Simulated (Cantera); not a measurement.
## Thermodynamics of boron, boron nitride and boron oxide, feed borazine + O2 + H2 + H2O

Charge: 1 mol borazine, 0.085 mol O2, 17 mol H2, 7.9 mol H2O, equilibrated at 280 Pa.

These are equilibrium values from Cantera (NASA tables, ideal gas, pure condensed phases), not measurements of a reactor. Candidate condensed phases: B, BN, B2O3, B3O3H3, H2O; 39 gas species. The feed counts by its element totals alone. Gases not in the tables: H3BO3. The numbers say what is thermodynamically allowed, not how fast it happens.

```tsv
T (K)	log p H2	log p H2O	log p HBO2	log p N2	log p H	log p B2O3	log p HBO	log p BO	n B2O3(l)
925	-2.64	-3.47	-7.06	-3.85	-10.90	-13.17	-12.02	<-14	1.50
1000	-2.64	-3.47	-6.32	-3.85	-9.96	-11.47	-10.78	<-14	1.49
1075	-2.64	-3.47	-5.68	-3.85	-9.15	-10.03	-9.72	-14.47	1.49
1150	-2.64	-3.47	-5.14	-3.85	-8.45	-8.78	-8.80	-12.92	1.46
1225	-2.64	-3.48	-4.67	-3.85	-7.82	-7.69	-8.00	-11.57	1.39
1300	-2.64	-3.51	-4.27	-3.85	-7.28	-6.73	-7.28	-10.36	1.21
1375	-2.64	-3.56	-3.92	-3.85	-6.79	-5.88	-6.64	-9.28	0.846
1450	-2.65	-3.67	-3.65	-3.86	-6.35	-5.12	-6.04	-8.28	0.183
1525	-2.66	-3.70	-3.61	-3.87	-5.95	-4.92	-5.77	-7.66	0
1600	-2.66	-3.69	-3.62	-3.87	-5.59	-4.86	-5.59	-7.17	0
1675	-2.66	-3.68	-3.63	-3.87	-5.26	-4.81	-5.44	-6.73	0
1750	-2.66	-3.68	-3.64	-3.87	-4.96	-4.77	-5.30	-6.33	0
1825	-2.66	-3.67	-3.65	-3.87	-4.69	-4.73	-5.18	-5.97	0
1900	-2.67	-3.66	-3.66	-3.87	-4.43	-4.71	-5.07	-5.64	0
```
log p: log10 of the partial pressure in bar; n: condensed amount in mol.

From 925 K to 1450 K the condensed part is B2O3(l). From 1525 K to 1900 K nothing is condensed.
